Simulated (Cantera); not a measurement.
Feed: 1 mol SO₂, 9 mol H₂O, 1.3 mol N₂, equilibrated at 1723.15 K and 0.150 bar.

These are equilibrium values from Cantera (NASA tables, ideal gas, pure condensed phases), not measurements of a reactor. Kinetics and transport are ignored.

```csv
species,before,after
H₂O,0.793,0.796
N₂,0.115,0.115
SO₂,0.0883,0.0885
H₂,0.00185,9.46e-6
O₂,0.000797,2.75e-7
H,2.03e-5,<1e-9
OH,0.000477,1.55e-7
NO,7.45e-5,4.64e-8
SO,6.51e-5,4.76e-8
SO₃,1.35e-5,8.83e-6
```
Gas species are given as mole fractions.

Problem. Name the change that produced these shifts.
A. temperature from 1723.15 K to 1875 K
B. temperature from 1723.15 K to 1125 K
C. pressure from 0.150 bar to 45.0 Pa
D. temperature from 1723.15 K to 2800 K

Solution. B, temperature from 1723.15 K to 1125 K
